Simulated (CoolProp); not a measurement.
n-undecane along the isotherm 446.3 K: fugacity coefficient from the reference equation and from simpler models built on Tc = 638.8 K, pc = 1990 kPa, ω = 0.539; each cubic takes its own stable root.

Model: reference Helmholtz-energy equation of state, Aleksandrov 2011, in CoolProp. It is a short technical equation, of lower accuracy than the large ones.

```json
[
 {"p (kPa)": "271", "phase": "liquid", "reference": "0.2011"},
 {"p (kPa)": "543", "phase": "liquid", "reference": "0.1022"},
 {"p (kPa)": "814", "phase": "liquid", "reference": "0.06947"},
 {"p (kPa)": "1090", "phase": "liquid", "reference": "0.05286"},
 {"p (kPa)": "1360", "phase": "liquid", "reference": "0.04315"},
 {"p (kPa)": "1630", "phase": "liquid", "reference": "0.03667"},
 {"p (kPa)": "1900", "phase": "liquid", "reference": "0.03203"},
 {"p (kPa)": "2170", "phase": "liquid", "reference": "0.02857"},
 {"p (kPa)": "2440", "phase": "liquid", "reference": "0.02587"},
 {"p (kPa)": "2710", "phase": "liquid", "reference": "0.02372"},
 {"p (kPa)": "2990", "phase": "liquid", "reference": "0.02191"}
]
```

Question: How far does each simpler model (van der Waals, Redlich-Kwong, Soave-Redlich-Kwong, Peng-Robinson) lie from the reference over these 11 states: mean and median of the absolute difference, and the worst?

Answer: 
- van der Waals: mean 550.7 %, median 565.4 %, worst +616.1 % at 446.3 K and 2990 kPa
- Redlich-Kwong: mean 199.1 %, median 199.2 %, worst +206.3 % at 446.3 K and 2990 kPa
- Soave-Redlich-Kwong: mean 3.0 %, median 3.0 %, worst +4.7 % at 446.3 K and 2990 kPa
- Peng-Robinson: mean 2.8 %, median 2.8 %, worst +3.1 % at 446.3 K and 2990 kPa

At some of these states van der Waals gives the other phase, because its saturation line lies elsewhere.
